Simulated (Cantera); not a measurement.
A closed system holds: 1 mol Si, 2.1 mol Br2, 2.2 mol N2, held at 1125 K and 4.50e-5 bar.

Equilibrium computed with Cantera from the NASA thermochemical tables; the gas is ideal and each condensed phase is pure. Candidate condensed phases: Br2, Si, Si3N4; 13 gas species. The tables' values for SiBr3 are old estimates; treat these amounts as uncertain. The numbers say what is thermodynamically allowed, not how fast it happens.

Base state: N2 0.641, SiBr4 0.285, Br 0.0668, SiBr2 0.00323, SiBr3 0.00297, Br2 0.000443 (mole fractions); condensed: gas only.

Task: What changes in the equilibrium state with this change: temperature from 1125 K to 1348 K?

Result: 
```csv
species,before,after
N2,0.641,0.425
Br,0.0668,0.382
SiBr2,0.00323,0.167
SiBr4,0.285,0.0165
SiBr3,0.00297,0.00906
Br2,0.000443,0.000441
```
